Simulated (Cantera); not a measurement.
Source: NASA polynomial tables (part measured, part estimated), evaluated in Cantera. Values are per mole of reaction as written; species without (g) are pure solids or liquids, kept so even where they would boil at 1 bar.

**Question.** Between 498 and 698 K, where is each reaction favourable under standard conditions?
- S + Pb ⇌ PbS(g)

**Answer.** 
- S + Pb ⇌ PbS(g): ΔG° is 56 kJ at 498 K and 31 kJ at 698 K; it stays positive (K < 1). ΔH° is 114 kJ and ΔS° 120 J/K at 698 K.
